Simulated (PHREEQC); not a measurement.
0.057 g of hydrous ferric oxide (600 m²/g; 0.2 weak and 0.005 strong sites per Fe, Dzombak-Morel constants, diffuse double layer) in 1 kg of water with 0.05 mol/kgw of an inert sodium salt and 5.9e-05 mol/kgw Na2HAsO4, at 25 °C; the pH is set by adding NaOH or the inert anion's acid. Oxygen is held at 0.21 atm. The system is closed to CO2. Precipitation was switched off in this run.

The series has 13 steps of pH, from 3 to 11.

Model: ion-association model, wateq4f.dat, run in PHREEQC.

Q: Near which pH is half of the As sorbed, and on which side is more sorbed?

A: Near pH 8.4, with more sorbed at lower pH.

Q: At which pH does the surface charge pass through zero?

A: Near pH 6.8.

Species that the database lacks are ignored. The oxide is taken as insoluble; below pH 4 it would dissolve.
